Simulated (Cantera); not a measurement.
**Hydrocarbon pyrolysis for carbon deposition**

A perfectly stirred reactor is fed with 0.826 % C₂H₆, 99.2 % N₂, at 0.000190 bar; it is held at 1850 K, and followed from long to short residence time.

Model: GRI-Mech 3.0 (53 species, 325 reactions), integrated in Cantera. GRI-Mech 3.0 stops at C3 and has no aromatics, soot or wall deposition, so with more carbon than oxygen in the feed, carbon stays in small species such as C2H2 where larger ones or solid carbon would form. Radical loss at walls, strong at low pressure, is not modelled.

```tsv
τ (s)	x C₂H₆	x HCN	x H	x CH₂	x C₂H	x H₂
20	4.06e-6	0.000488	0.000526	8.35e-6	2.82e-6	0.0150
6.1	1.30e-5	0.000293	0.000614	1.44e-5	3.35e-6	0.0142
1.8	4.22e-5	0.000172	0.000746	2.41e-5	4.11e-6	0.0131
0.55	0.000131	9.85e-5	0.000901	3.71e-5	4.89e-6	0.0112
0.17	0.000397	5.11e-5	0.00102	5.15e-5	5.08e-6	0.00836
0.050	0.00122	1.94e-5	0.000972	5.88e-5	3.34e-6	0.00449
0.015	0.00323	3.30e-6	0.000584	4.13e-5	4.16e-7	0.00128
0.0045	0.00589	4.33e-8	0.000115	8.69e-6	4.25e-10	0.000102
```
x: mole fraction; the columns are a selection and need not sum to one.
